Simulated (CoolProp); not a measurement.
Saturation properties of cis-2-butene (Tc = 435.8 K, pc = 4.236 MPa, ω = 0.202).

Model: reference Helmholtz-energy equation of state, Lemmon 2005, in CoolProp. It is a short technical equation, of lower accuracy than the large ones.

```csv
T (K),p (MPa),vapour density (kg/m³),liquid cp (kJ/(kg K)),surface tension (mN/m)
248.7,[?],0.8278,[?],20.6
259.1,0.04870,1.301,2.100,19.2
269.5,0.07579,1.964,2.133,[?]
279.9,0.1136,2.864,2.170,16.4
290.3,0.1646,4.056,2.211,15.0
300.7,0.2318,5.600,2.257,13.7
311.1,0.3181,7.565,2.307,12.4
321.5,0.4267,10.03,[?],11.1
331.9,0.5610,[?],2.425,9.89
```

Some entries are withheld; supply them.


- 248.7, p (MPa): 0.02997
- 248.7, liquid cp (kJ/(kg K)): 2.070
- 269.5, surface tension (mN/m): 17.8
- 321.5, liquid cp (kJ/(kg K)): 2.363
- 331.9, vapour density (kg/m³): 13.09

It boils at 276.9 K under 1 atm.

Surface tension comes from a separate correlation (Mulero 2014).
